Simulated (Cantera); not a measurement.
## Abatement and gas-phase synthesis: CS2 + O2

Input: 1 mol CS2, a varied amount of O2, equilibrated at 3273.15 K and 75.0 Torr.

Method: chemical equilibrium by Gibbs-energy minimisation in Cantera with the NASA 1993 tables (ideal gas, pure condensed phases). Candidate condensed phases: C, S; 22 gas species. Kinetics and transport are ignored.

From 0.02 mol O2 to 0.48 mol O2 nothing is condensed. The main C-bearing gas is CS at 0.02 mol O2 and CO at 0.48 mol O2.

```csv
n(O2) (mol),x S,x CS,x CO,x S2,x CS2,x SO,x C,x COS
0.02,0.413,0.494,0.0210,0.0617,0.00945,3.23e-7,0.000269,5.21e-6
0.077,0.433,0.414,0.0769,0.0676,0.00829,1.55e-6,0.000215,2.00e-5
0.13,0.449,0.346,0.124,0.0728,0.00720,3.22e-6,0.000173,3.35e-5
0.19,0.466,0.276,0.173,0.0784,0.00596,6.05e-6,0.000133,4.84e-5
0.25,0.481,0.213,0.218,0.0835,0.00474,1.05e-5,9.94e-5,6.28e-5
0.3,0.493,0.164,0.252,0.0876,0.00374,1.66e-5,7.49e-5,7.44e-5
0.36,0.505,0.110,0.290,0.0921,0.00257,2.99e-5,4.90e-5,8.78e-5
0.42,0.517,0.0605,0.325,0.0964,0.00145,6.38e-5,2.63e-5,0.000101
0.48,0.527,0.0149,0.357,0.100,0.000363,0.000297,6.34e-6,0.000113
```
x: gas mole fraction; nothing condenses.
